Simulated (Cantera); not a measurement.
Input: 1 mol B, 0.19 mol H2O, 8.8 mol N2, held at 1827 °C.

Cantera equilibrium calculation (NASA polynomials, part measured and part estimated; ideal gas, pure solids and liquids). Candidate condensed phases: B, BN, B2O3, B3O3H3, H2O; 39 gas species. Rates play no part.

Q: At 37.0 Pa, list the 4 most abundant gas species with their mole fractions, and the condensed phases.

A: N2 0.949, BO 0.0188, H 0.0173, H2 0.0114. Condensed: B(s).
